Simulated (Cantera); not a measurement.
# Hydrocarbon pyrolysis for carbon deposition

An isothermal, constant-pressure homogeneous reactor starts with 33.3 % CH4, 66.7 % H2, at 1648 K and 0.0263 atm.

Model: GRI-Mech 3.0 (53 species, 325 reactions), integrated in Cantera. GRI-Mech 3.0 stops at C3 and has no aromatics, soot or wall deposition, so with more carbon than oxygen in the feed, carbon stays in small species such as C2H2 where larger ones or solid carbon would form. Radical loss at walls, strong at low pressure, is not modelled.

```
t (s)      x CH4   x H2    x C2H2     x CH3     x C2H     x CH2
--------  ------  -----  --------  --------  --------  --------
0.000500   0.333  0.667  2.55e-10   8.38e-5    <1e-12  9.51e-10
0.000998   0.333  0.667   4.78e-9  0.000167    <1e-12   3.83e-9
0.00199    0.333  0.667   9.44e-8  0.000331    <1e-12   1.48e-8
0.00398    0.332  0.667   2.00e-6  0.000645    <1e-12   5.44e-8
0.00794    0.331  0.667   4.37e-5   0.00121  3.45e-11   1.78e-7
0.0158     0.324  0.671  0.000763   0.00193  9.80e-10   4.17e-7
0.0316     0.305  0.682   0.00600   0.00213   9.04e-9   5.21e-7
0.0631     0.270  0.705    0.0196   0.00192   3.01e-8   4.85e-7
0.126      0.218  0.737    0.0401   0.00161   6.36e-8   4.28e-7
0.251      0.156  0.776    0.0645   0.00122   1.08e-7   3.56e-7
0.502     0.0966  0.814    0.0878  0.000825   1.60e-7   2.75e-7
1.00      0.0512  0.842     0.105  0.000489   2.14e-7   1.94e-7
2.00      0.0241  0.859     0.116  0.000256   2.62e-7   1.20e-7
```
x: mole fraction; the columns are a selection and need not sum to one.

Equilibrium at this temperature and pressure: CH4 0.00152, H2 0.874, C2H2 0.124, CH3 1.82e-5, C2H 3.15e-7, CH2 1.05e-8 (gas phase only).
